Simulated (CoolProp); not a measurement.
Vapour-liquid equilibrium of n-butane (1) + cis-2-butene (2) at 744 kPa; x and y are mole fractions of (1).

The numbers come from the multi-fluid Helmholtz-energy mixture model, Bücker 2006 and Lemmon 2005; pair parameters Bell 2016 in CoolProp.

| x | bubble temperature, mixture model (°C) | bubble temperature, Raoult's law (°C) | y, mixture model | y, Raoult's law |
|---|---|---|---|---|
| 0.05 | 69.9 | 70.1 | 0.057 | 0.054 |
| 0.15 | 69.2 | 69.7 | 0.165 | 0.162 |
| 0.25 | 68.7 | 69.3 | 0.269 | 0.267 |
| 0.35 | 68.2 | 68.9 | 0.370 | 0.371 |
| 0.45 | 67.8 | 68.5 | 0.468 | 0.473 |
| 0.55 | 67.5 | 68.1 | 0.565 | 0.573 |
| 0.65 | 67.2 | 67.7 | 0.662 | 0.671 |
| 0.75 | 66.9 | 67.3 | 0.759 | 0.767 |
| 0.85 | 66.7 | 67.0 | 0.855 | 0.861 |
| 0.95 | 66.5 | 66.6 | 0.952 | 0.954 |

The largest gap from Raoult's law is -0.7 K in bubble temperature, at x = 0.45. No azeotrope shows between x = 0.05 and 0.95.

Pair parameters are fitted to limited data, so mixtures are less certain than the pure fluids.
